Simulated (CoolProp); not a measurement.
Vapour pressure (MPa) of sulfur hexafluoride: the reference equation beside estimates from Tc = 318.7 K, pc = 3.755 MPa, ω = 0.210.

Computed with CoolProp (reference Helmholtz-energy equation of state, Guder 2009).

```
T (K)  reference  van der Waals  Redlich-Kwong  Soave-Redlich-Kwong  Peng-Robinson
-----  ---------  -------------  -------------  -------------------  -------------
234       0.3521         0.9558         0.4848               0.3590         0.3563
238.1     0.4106          1.040         0.5555               0.4187         0.4150
242.2     0.4761          1.130         0.6332               0.4857         0.4808
246.4     0.5510          1.226         0.7203               0.5622         0.5561
250.5     0.6323          1.326         0.8130               0.6452         0.6378
254.7     0.7245          1.432         0.9163               0.7394         0.7305
258.8     0.8238          1.541          1.026               0.8408         0.8304
262.9     0.9328          1.656          1.143               0.9521         0.9401
267.1      1.055          1.778          1.273                1.077          1.063
```

Absolute difference from the reference over all 9 rows, mean and median: van der Waals 113.9 and 109.7 %, Redlich-Kwong 28.8 and 28.6 %, Soave-Redlich-Kwong 2.0 and 2.0 %, Peng-Robinson 0.9 and 0.9 %.
